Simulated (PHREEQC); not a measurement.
1 kg of water holding 0.081 mol/kgw NaHCO3, 0.014 mol/kgw Na2SO4, 0.2 mol/kgw Na2CO3, 0.0063 mol/kgw KCl and 0.023 mol/kgw NaCl is evaporated at 25 °C; the solids stay in contact with the brine. The system is closed to CO2. Only these solids could form: Arcanite, Burkeite, Glaserite, Halite, Kalicinite, Mirabilite, Misenite, Nahcolite, Natron, Sylvite, Thenardite, Trona.

Computed with PHREEQC (Pitzer model, pitzer.dat).

```
water left (kg)  ionic strength  water activity  Natron (mol)  Trona (mol)
---------------  --------------  --------------  ------------  -----------
1                         0.752           0.988             0            0
0.8219                    0.915           0.986             0            0
0.6755                     1.11           0.983             0            0
0.4563                     1.65           0.975             0            0
0.375                       [?]           0.970             0            0
0.3082                     2.44           0.965             0            0
0.2533                     2.97           0.958             0            0
0.2082                     3.61           0.949             0            0
0.1407                     5.35           0.926             0            0
0.1156                     6.51             [?]             0            0
0.09474                     [?]             [?]             0          [?]
0.0769                     8.06           0.885             0       0.0331
0.06231                    8.74             [?]             0       0.0520
0.0504                     9.74           0.855             0          [?]
0.02152                    11.7           0.796        0.0627       0.0782
0.01216                     [?]           0.735        0.0791       0.0804
0.004347                   16.0           0.641        0.0933       0.0810
```

Q: Some entries are withheld; supply them.

A: 
- 0.375, ionic strength: 2.01
- 0.1156, water activity: 0.909
- 0.09474, ionic strength: 7.61
- 0.09474, water activity: 0.893
- 0.09474, Trona (mol): 0.00789
- 0.06231, water activity: 0.874
- 0.0504, Trona (mol): 0.0654
- 0.01216, ionic strength: 12.6
